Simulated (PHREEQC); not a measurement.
1 kg of water holding 0.47 mol/kgw Na2SO4, 0.011 mol/kgw KCl, 0.064 mol/kgw Na2CO3 and 0.03 mol/kgw NaCl is evaporated at 25 °C; the solids stay in contact with the brine. CO2 from the air is kept out. Solids allowed: Arcanite, Burkeite, Glaserite, Halite, Kalicinite, Mirabilite, Misenite, Nahcolite, Natron, Sylvite, Thenardite, Trona. Others were left out.

The series has 28 steps of water left (kg), from 1 to 0.00505.

Equilibrium calculation in PHREEQC: Pitzer model, pitzer.dat.

Problem. Which solids form, in which order, and at which step of the series does each first stand?

Solution. Mirabilite from water left = 0.185 kg (pH 11.37), last present at water left = 0.02923 kg; Burkeite from water left = 0.02923 kg (pH 11.74); Thenardite from water left = 0.02923 kg (pH 11.74); Glaserite from water left = 0.01103 kg (pH 11.53); Halite from water left = 0.007464 kg (pH 11.35).
